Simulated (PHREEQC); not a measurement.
A solution holds 0.0083 mol/kgw CuCl2, 0.066 mol/kgw HBF4 and 0.02 mol/kgw Na2SO4, at 20 °C. Closed to the air; pH follows from the charge balance.

The numbers come from PHREEQC with the ion-association model, wateq4f.dat.

Each row changes one thing in this solution. No solid was allowed to form.

| case | pH | ionic strength (mol/kgw) | HSO4- (mol/kgw) | Cu+2 (mol/kgw) | SO4-2 (mol/kgw) | CuSO4 (mol/kgw) | SI of Chalcanthite (CuSO4:5H2O) | SI of Mirabilite (Na2SO4:10H2O) |
|---|---|---|---|---|---|---|---|---|
| as made | 1.37 | 0.120 | 0.0116 | 0.00698 | 0.00671 | 0.00122 | -2.55 | -4.32 |
| HBF4 from 0.066 to 0.0066 mol/kgw | 2.44 | 0.0737 | 0.00228 | 0.00549 | 0.0139 | 0.00269 | -2.20 | -3.91 |
| HBF4 left out | 5.09 | 0.0703 | 5.85e-6 | 0.00522 | 0.0158 | 0.00298 | -2.16 | -3.85 |
| 0.0017 mol/kgw HBr added | 1.35 | 0.121 | 0.0117 | 0.00700 | 0.00662 | 0.00120 | -2.56 | -4.33 |
| 0.0048 mol/kgw Na2HAsO4 added | 1.44 | 0.122 | 0.0107 | 0.00690 | 0.00734 | 0.00130 | -2.52 | -4.10 |

Complexes and solids missing from the database can't appear. Some of these states are supersaturated (in Antlerite, Brochantite, for instance). Real BF4- forms and hydrolyses slowly; the run takes it at equilibrium.
